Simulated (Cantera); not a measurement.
Input: 1 mol V2O5, 2.7 mol H2, 3.3 mol N2, equilibrated at 4.50 Torr.

Cantera equilibrium calculation (NASA polynomials, part measured and part estimated; ideal gas, pure solids and liquids). Candidate condensed phases: H2O, V, VN, VO, V2O3, V2O4, V2O5; 28 gas species. Condensed phases not in the tables: the oxides between V2O3 and V2O5 other than VO2. Rates play no part. All values below are at 1848 K.

Base state: N2 0.548, H2O 0.330, H2 0.116, H 0.00234, VO2 0.00219, OH 0.000488, NO 2.70e-5 (mole fractions); condensed: V2O3(s).

Task: What changes in the equilibrium state with this change: H2 from 2.7 to 5.6 mol?

Result: 
```json
[
 {"species": "H2", "before": "0.116", "after": "0.402"},
 {"species": "N2", "before": "0.548", "after": "0.370"},
 {"species": "H2O", "before": "0.330", "after": "0.223"},
 {"species": "VO2", "before": "0.00219", "after": "0.000972"},
 {"species": "NO", "before": "2.70e-5", "after": "4.35e-6"},
 {"species": "OH", "before": "0.000488", "after": "0.000177"},
 {"species": "V2O3(s), mol", "before": "0.993", "after": "0.996"}
]
```
